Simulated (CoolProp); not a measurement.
Saturation properties of carbon dioxide (Tc = 31.0 °C, pc = 73.77 bar, ω = 0.224).

Model: reference Helmholtz-energy equation of state, Span 1996, in CoolProp.

| T (°C) | p (bar) | vapour density (kg/m³) | surface tension (mN/m) |
|---|---|---|---|
| -42.55 | 9.134 | 23.79 | 13.3 |
| -39.25 | 10.33 | 26.84 | 12.5 |
| -36.05 | 11.59 | 30.08 | 11.8 |
| -32.75 | 13.00 | 33.76 | 11.1 |
| -29.55 | 14.49 | 37.67 | 10.4 |
| -26.25 | 16.16 | 42.09 | 9.68 |
| -23.05 | 17.91 | 46.80 | 9.01 |
| -19.75 | 19.85 | 52.12 | 8.32 |
| -16.55 | 21.87 | 57.79 | 7.67 |
| -13.25 | 24.12 | 64.21 | 7.01 |
| -10.05 | 26.45 | 71.07 | 6.38 |
| -6.75 | 29.02 | 78.88 | 5.74 |
| -3.55 | 31.69 | 87.26 | 5.14 |
| -0.25 | 34.62 | 96.87 | 4.53 |
| 2.95 | 37.65 | 107.3 | 3.95 |

Surface tension comes from a separate correlation (Mulero 2012).
